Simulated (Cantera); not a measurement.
A perfectly stirred reactor is fed with H2 : O2 : N2 = 0.32 : 0.22 : 8.6 (molar parts), at 0.928 atm; it is held at 1150 K, and followed from long to short residence time.

Model: the H2/O2 subset of GRI-Mech 3.0, which has no nitrogen chemistry, integrated in Cantera. The temperature is held fixed by assumption; the heat of reaction is taken as removed at once.

x: mole fraction; the columns are a selection and need not sum to one.

```csv
τ (s),x H2,x O2,x H,x H2O2,x H2O
13,1.57e-5,0.00669,3.53e-7,4.11e-8,0.0356
6.4,2.54e-5,0.00669,7.15e-7,6.10e-8,0.0356
3.1,4.13e-5,0.00669,1.47e-6,9.03e-8,0.0356
1.5,6.66e-5,0.00670,3.02e-6,1.32e-7,0.0356
0.74,0.000105,0.00672,6.07e-6,1.86e-7,0.0355
0.36,0.000167,0.00675,1.23e-5,2.55e-7,0.0354
0.17,0.000266,0.00679,2.57e-5,3.39e-7,0.0353
0.085,[?],0.00685,[?],[?],0.0352
0.041,0.000629,0.00696,0.000101,5.06e-7,0.0349
0.020,0.000959,0.00712,0.000198,5.76e-7,0.0345
0.0098,[?],0.00737,[?],[?],0.0339
```

Task: Some entries are withheld; supply them.

Result: 
- 0.085, x H2: 0.000407
- 0.085, x H: 5.04e-5
- 0.085, x H2O2: 4.22e-7
- 0.0098, x H2: 0.00144
- 0.0098, x H: 0.000376
- 0.0098, x H2O2: 6.26e-7
